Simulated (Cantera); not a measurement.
**Equilibrium for carbothermic reduction: Ta2O5 + CO + H2**

Input: 1 mol Ta2O5, 11 mol CO, 2 mol H2, equilibrated at 10000 Pa.

Method: chemical equilibrium by Gibbs-energy minimisation in Cantera with the NASA 1993 tables (ideal gas, pure condensed phases). Candidate condensed phases: C, C6H6, C7H8, C8H18, H2O, Ta, TaC, Ta2O5; 113 gas species. Mutual solubility and eutectic melting of coexisting phases are not modelled. TaC: taken at fixed stoichiometry. Condensed phases not in the tables: Ta2C. Rates play no part.

From 527 °C to 927 °C the condensed part is C(graphite) + Ta2O5(s). From 1127 °C to 1727 °C the condensed part is TaC(s) + Ta2O5(s).

```
T (°C)   x CO     x CO2   x H2     x H2O     x CH4  n C(graphite)  n Ta2O5(s)  n TaC(s)
------  -----  --------  -----  --------  --------  -------------  ----------  --------
527     0.231     0.525  0.157    0.0846   0.00331           4.89        1.00         0
727     0.803    0.0366  0.155   0.00492  0.000229          0.515        1.00         0
927     0.845   0.00135  0.154  0.000337   3.73e-5         0.0214        1.00         0
1127    0.845  0.000875  0.154  0.000345   1.43e-6              0       0.998   0.00453
1327    0.845  0.000860  0.153  0.000469   9.28e-8              0       0.998   0.00493
1527    0.845  0.000851  0.153  0.000588   1.13e-8              0       0.997   0.00534
1727    0.844  0.000845  0.152  0.000697   2.12e-9              0       0.997   0.00572
```
x: gas mole fraction; n: condensed amount in mol.
